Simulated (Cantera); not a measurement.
A freely propagating, adiabatic, planar premixed flame of CH4 : O2 : N2 : CO2 = 1 : 2.25 : 6.29 : 0.67 (molar parts), equivalence ratio 0.89, unburnt at 700 K and 0.470 bar; mixture-averaged transport, grid criteria slope 0.08 and curve 0.16, no radiation.

Cantera simulation using GRI-Mech 3.0 (53 species, 325 reactions); the numbers are that mechanism's predictions, not measurements. Burning velocities carry a grid error of a few per cent, more on coarse grids.

x: mole fraction of selected species; z is measured from the peak of heat release.

```csv
z (mm),T (K),u (m/s),x CH4,x O2,x CH2CO,x C2H6,x CO2,x NO
-1.70,700,2.07,0.0978,0.220,<1e-8,4.72e-8,0.0656,<1e-8
-1.13,701,2.07,0.0976,0.220,<1e-8,8.31e-7,0.0655,<1e-8
-0.851,705,2.09,0.0969,0.219,3.93e-8,6.89e-6,0.0653,<1e-8
-0.567,740,2.20,0.0936,0.215,6.51e-7,7.99e-5,0.0650,___
-0.284,1032,3.12,0.0705,0.189,2.22e-5,0.000912,0.0657,___
-0.142,1404,4.30,0.0402,0.148,8.94e-5,0.000884,0.0692,___
0,1779,5.51,0.0109,0.0982,0.000118,9.00e-5,0.0770,___
0.142,1942,6.04,0.00110,0.0670,3.03e-5,6.53e-7,0.0874,___
0.284,1979,6.14,6.01e-5,0.0552,2.50e-6,<1e-8,0.0965,___
0.567,2013,6.22,2.47e-7,0.0492,1.47e-8,<1e-8,0.107,___
1.13,2060,6.34,<1e-8,0.0463,<1e-8,<1e-8,0.114,___
2.27,2126,6.51,<1e-8,0.0439,<1e-8,<1e-8,0.118,___
4.54,2207,6.72,<1e-8,0.0411,<1e-8,<1e-8,0.124,___
```

### Question
Some entries are withheld; supply them.

### Answer

- -0.567, x NO: 5.62e-8
- -0.284, x NO: 6.92e-7
- -0.142, x NO: 1.93e-6
- 0, x NO: 4.48e-6
- 0.142, x NO: 7.84e-6
- 0.284, x NO: 1.03e-5
- 0.567, x NO: 1.32e-5
- 1.13, x NO: 1.79e-5
- 2.27, x NO: 2.77e-5
- 4.54, x NO: 5.01e-5
